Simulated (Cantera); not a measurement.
An isothermal, constant-pressure homogeneous reactor starts with H₂ : O₂ = 0.12 : 1 (molar parts), equivalence ratio 0.060, at 1348 K and 2.18 Torr.

Detailed kinetics in Cantera: GRI-Mech 3.0 (53 species, 325 reactions). Radical loss at walls, strong at low pressure, is not modelled. The temperature is held fixed by assumption; the heat of reaction is taken as removed at once.

x: mole fraction; the columns are a selection and need not sum to one.

```
t (s)         x H₂   x O₂       x H    x H₂O₂      x OH
--------  --------  -----  --------  --------  --------
1.00e-5      0.107  0.893   2.21e-9    <1e-12  9.26e-11
2.82e-5      0.107  0.893   5.85e-9    <1e-12  6.79e-10
7.95e-5      0.107  0.893   1.46e-8  4.38e-12   4.46e-9
0.000224     0.107  0.893   4.01e-8  3.45e-11   2.58e-8
0.000631     0.107  0.893   2.38e-7  2.70e-10   2.16e-7
0.00178      0.107  0.893   1.88e-5       ___   1.81e-5
0.00502    0.00821  0.820    0.0261       ___    0.0127
0.0141     0.00330  0.813    0.0227   2.93e-8   0.00977
0.0399     0.00320  0.816    0.0215   2.95e-8   0.00964
0.112      0.00294  0.823    0.0185   2.99e-8   0.00928
0.317      0.00229  0.839    0.0121   3.02e-8   0.00827
0.893      0.00116  0.864   0.00408       ___   0.00597
2.52      0.000290  0.881  0.000488       ___   0.00301
7.10       4.64e-5  0.886   3.09e-5       ___   0.00121
20.0       7.79e-6  0.886   2.12e-6       ___  0.000495
```

Task: What belongs in the gaps?

Result: 
- 0.00178, x H₂O₂: 2.04e-9
- 0.00502, x H₂O₂: 4.47e-8
- 0.893, x H₂O₂: 2.74e-8
- 2.52, x H₂O₂: 1.71e-8
- 7.10, x H₂O₂: 7.11e-9
- 20.0, x H₂O₂: 2.51e-9
